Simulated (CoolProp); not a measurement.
A single-stage vapour-compression cycle with carbonyl sulfide: evaporating at 265.15 K (dew point), condensing at 287.15 K (bubble point), superheat 10 K, subcooling 2 K, compressor efficiency 0.85, no pressure losses. Each further row changes one setting.

Model: reference Helmholtz-energy equation of state, Lemmon 2006, in CoolProp. It is a short technical equation, of lower accuracy than the large ones.

```csv
case,cooling COP,pressure ratio,discharge temperature (K),refrigerating effect (kJ/kg),volumetric capacity (kJ/m³)
as stated,9.22,1.90,320.8,259,3750
evaporating temperature 270.15 K,(withheld),1.62,(withheld),261,(withheld)
condensing temperature 282.15 K,12.2,(withheld),(withheld),266,3840
subcooling 7 K,(withheld),1.90,320.8,266,3840
superheat 20 K,9.07,1.90,331.8,267,(withheld)
compressor efficiency 0.75,8.14,1.90,325.4,259,3750
```

**Question.** Fill in the missing entries.

**Answer.** 
- evaporating temperature 270.15 K, cooling COP: 12.4
- evaporating temperature 270.15 K, discharge temperature (K): 314.8
- evaporating temperature 270.15 K, volumetric capacity (kJ/m³): 4380
- condensing temperature 282.15 K, pressure ratio: 1.66
- condensing temperature 282.15 K, discharge temperature (K): 310.7
- subcooling 7 K, cooling COP: 9.45
- superheat 20 K, volumetric capacity (kJ/m³): 3690
